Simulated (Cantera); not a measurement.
Input (Python, Cantera):

```python
import numpy as np
import cantera as ct

gas = ct.Solution("gri30.yaml")
gas.TPX = 575, 43000, {'CH4': 1, 'CO': 0.7, 'O2': 1.96, 'N2': 7.36}
flame = ct.FreeFlame(gas, width=0.072)
flame.set_refine_criteria(ratio=3, slope=0.08, curve=0.16)
flame.transport_model = "mixture-averaged"
flame.solve(loglevel=0, auto=True)
z, T = flame.grid, flame.T
thick = (T[-1] - T[0]) / np.gradient(T, z).max()
show = ['CH4', 'CO', 'O2', 'C2H', 'H2', 'NO']
print(f"laminar burning velocity  {flame.velocity[0] * 100:.3f} cm/s")
print(f"burnt temperature         {T[-1]:.1f} K")
print(f"thermal thickness         {thick * 1e3:.4f} mm")
print(f"grid points               {len(z)}")
z0 = z[flame.heat_release_rate.argmax()]
print(f"{'z/mm':>9s}{'T/K':>9s}{'u/(m/s)':>9s}" + "".join(f"{s:>11s}" for s in show))
rows = []
for k in (-3, -2, -1.5, -1, -0.5, -0.25, 0, 0.25, 0.5, 1, 2, 4, 8):
    zz = z0 + k * thick
    rows.append([k * thick, np.interp(zz, z, T), np.interp(zz, z, flame.velocity),
                 *(np.interp(zz, z, flame.X[gas.species_index(s)]) for s in show)])
    print(f"{rows[-1][0] * 1e3:9.3f}{rows[-1][1]:9.1f}{rows[-1][2]:9.3f}" + "".join(f"{x:11.3e}" for x in rows[-1][3:]))
```

It prints:

```
laminar burning velocity  165.708 cm/s
burnt temperature         2346.1 K
thermal thickness         0.6393 mm
grid points               157
     z/mm      T/K  u/(m/s)        CH4         CO         O2        C2H         H2         NO
   -1.918    575.0    1.658  9.068e-02  6.348e-02  1.777e-01  7.138e-27  6.286e-04  1.675e-11
   -1.279    575.6    1.663  9.047e-02  6.337e-02  1.774e-01  2.110e-22  2.488e-03  6.204e-10
   -0.959    578.5    1.675  9.005e-02  6.323e-02  1.768e-01  3.924e-20  5.048e-03  3.965e-09
   -0.639    613.6    1.788  8.756e-02  6.328e-02  1.739e-01  1.650e-16  1.123e-02  6.355e-08
   -0.320    948.2    2.811  6.720e-02  7.077e-02  1.497e-01  1.270e-11  2.382e-02  1.088e-06
   -0.160   1351.9    4.058  3.870e-02  8.552e-02  1.119e-01  6.711e-09  3.082e-02  3.150e-06
    0.000   1740.9    5.273  1.056e-02  1.016e-01  6.468e-02  2.888e-07  3.279e-02  7.448e-06
    0.160   1915.1    5.804  1.113e-03  1.005e-01  3.400e-02  3.323e-07  2.790e-02  1.349e-05
    0.320   1958.8    5.913  6.168e-05  8.999e-02  2.128e-02  3.368e-08  2.422e-02  1.803e-05
    0.639   1991.0    5.971  1.761e-07  7.645e-02  1.450e-02  8.614e-11  2.378e-02  2.222e-05
    1.279   2027.1    6.049  3.606e-11  6.937e-02  1.205e-02  1.573e-14  2.449e-02  2.644e-05
    2.557   2074.5    6.168  1.787e-15  6.760e-02  1.058e-02  4.062e-19  2.392e-02  3.350e-05
    5.115   2137.3    6.326  7.328e-16  6.628e-02  8.756e-03  1.023e-21  2.262e-02  4.679e-05
```

Cantera simulation using GRI-Mech 3.0 (53 species, 325 reactions); the numbers are that mechanism's predictions, not measurements. Burning velocities carry a grid error of a few per cent, more on coarse grids.
